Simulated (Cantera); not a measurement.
A perfectly stirred reactor is fed with NO : N₂ = 1 : 0.17 (molar parts), at 1.00 bar; it is held at 1875 K, and followed from long to short residence time.

Detailed kinetics in Cantera: GRI-Mech 3.0 (53 species, 325 reactions).

Q: What does this change do: temperature 1875 to 1800 K?

A: 
```tsv
quantity	before	after
x(NO) at τ = 1.60 s	0.454	0.573
x(O₂) at τ = 1.60 s	0.200	0.140
x(N₂O) at τ = 1.60 s	8.45e-5	0.000132
x(NO₂) at τ = 1.60 s	0.000960	0.00119
x(O) at τ = 1.60 s	0.000111	4.74e-5
x(NO) at τ = 40.0 ms	0.829	0.841
x(O₂) at τ = 40.0 ms	0.0125	0.00635
x(N₂O) at τ = 40.0 ms	0.000292	0.000283
x(NO₂) at τ = 40.0 ms	0.000573	0.000550
x(O) at τ = 40.0 ms	3.90e-5	1.63e-5
```

Q: What does this change do: NO 1 to 0.16 parts?

A: 
```csv
quantity,before,after
x(NO) at τ = 1.60 s,0.454,0.303
x(O₂) at τ = 1.60 s,0.200,0.0906
x(N₂O) at τ = 1.60 s,8.45e-5,3.89e-5
x(NO₂) at τ = 1.60 s,0.000960,0.000435
x(O) at τ = 1.60 s,0.000111,7.51e-5
x(NO) at τ = 40.0 ms,0.829,0.476
x(O₂) at τ = 40.0 ms,0.0125,0.00418
x(N₂O) at τ = 40.0 ms,0.000292,9.74e-5
x(NO₂) at τ = 40.0 ms,0.000573,0.000222
x(O) at τ = 40.0 ms,3.90e-5,2.60e-5
```
